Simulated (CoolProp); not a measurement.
Computed with CoolProp (reference Helmholtz-energy equation of state, Lemmon 2006). It is a short technical equation, of lower accuracy than the large ones.

Task: Give the vapour pressure (kPa), vapour Z, vapour viscosity (µPa s) of saturated n-decane at 168.35, 218.95 °C.

Result: 
```csv
T (°C),p (kPa),vapour Z,vapour viscosity (µPa s)
168.35,87.3,0.943,7.62
218.95,280,0.870,8.47
```

Viscosity comes from a separate model (Huber 2004).
